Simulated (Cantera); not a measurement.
Input: 1 mol CO2, 2.7 mol O2, 1.2 mol H2, at 51.0 Pa.

Method: chemical equilibrium by Gibbs-energy minimisation in Cantera with the NASA 1993 tables (ideal gas, pure condensed phases). Candidate condensed phases: C, C6H6, C7H8, C8H18, H2O; 110 gas species. Equilibrium is a limit: real reactors are often held back by kinetics, nucleation or transport.

Task: At 1050 °C, list the 4 most abundant gas species with their mole fractions, and the condensed phases.

Result: O2 0.488, H2O 0.279, CO2 0.233, OH 0.000187. Condensed: gas only.
